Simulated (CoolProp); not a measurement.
Tetrahydrofuran at 298.15 K and 10.6 MPa is throttled through a valve to 6.84 MPa with no heat exchange. Each further row changes one setting.

Computed with CoolProp (reference Helmholtz-energy equation of state, Fiedler 2023).

| case | temperature change (K) | final density (kg/m³) |
|---|---|---|
| as stated | … | 886 |
| outlet pressure 2.05 MPa | … | … |
| outlet pressure 8.89 MPa | … | … |

What belongs in the gaps?


- as stated, temperature change (K): +1.6
- outlet pressure 2.05 MPa, temperature change (K): +3.6
- outlet pressure 2.05 MPa, final density (kg/m³): 880
- outlet pressure 8.89 MPa, temperature change (K): +0.7
- outlet pressure 8.89 MPa, final density (kg/m³): 889
